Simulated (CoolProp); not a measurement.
Vapour-liquid equilibrium of R143a (1) + isobutane (2) at 316 kPa; x and y are mole fractions of (1).

Model: multi-fluid Helmholtz-energy mixture model, Lemmon and Jacobsen 2000 and Bücker 2006; pair parameters Bell 2016, in CoolProp.

```tsv
x	bubble temperature, mixture model (K)	bubble temperature, Raoult's law (K)	y, mixture model	y, Raoult's law
0.05	282.6	290.5	0.323	0.163
0.125	271.8	285.1	0.552	0.350
0.2	265.8	280.4	0.655	0.489
0.275	262.3	276.4	0.711	0.596
0.35	260.1	272.9	0.745	0.680
0.425	258.6	269.7	0.769	0.748
0.5	257.5	266.9	0.789	0.802
0.575	256.6	264.3	0.807	0.848
0.65	255.8	262.0	0.826	0.885
0.725	255.1	259.8	0.848	0.917
0.8	254.4	257.8	0.875	0.944
0.875	253.8	256.0	0.910	0.968
0.95	253.4	254.3	0.958	0.988
```

The largest gap from Raoult's law is -14.6 K in bubble temperature, at x = 0.2. No azeotrope shows between x = 0.05 and 0.95.

The pair parameters rest on a limited set of measurements; away from them the model extrapolates. With so large a gap from Raoult's law the liquid may split in two, which this calculation doesn't test in full.
